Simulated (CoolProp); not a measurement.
Properties of CH2F2 (R32) along the isobar 3.8 MPa.

The numbers come from the reference Helmholtz-energy equation of state, Tillner-Roth 1997 in CoolProp.

```tsv
T (°C)	phase	cp (kJ/(kg K))	isothermal compressibility (1/MPa)	expansivity (1/kK)
-10.95	liquid	1.668	0.002651	2.857
10.65	liquid	?	0.004115	3.506
32.25	liquid	1.955	?	4.778
53.85	liquid	?	0.02120	8.962
75.45	gas	1.817	0.4272	10.15
97.05	gas	1.455	0.3581	6.569
118.65	gas	1.323	?	5.037
140.25	gas	1.266	0.3109	?
161.85	gas	1.242	?	?
```

Task: Some entries are withheld; supply them.

Result: 
- 10.65, cp (kJ/(kg K)): 1.767
- 32.25, isothermal compressibility (1/MPa): 0.007452
- 53.85, cp (kJ/(kg K)): 2.517
- 118.65, isothermal compressibility (1/MPa): 0.3281
- 140.25, expansivity (1/kK): 4.162
- 161.85, isothermal compressibility (1/MPa): 0.2998
- 161.85, expansivity (1/kK): 3.588
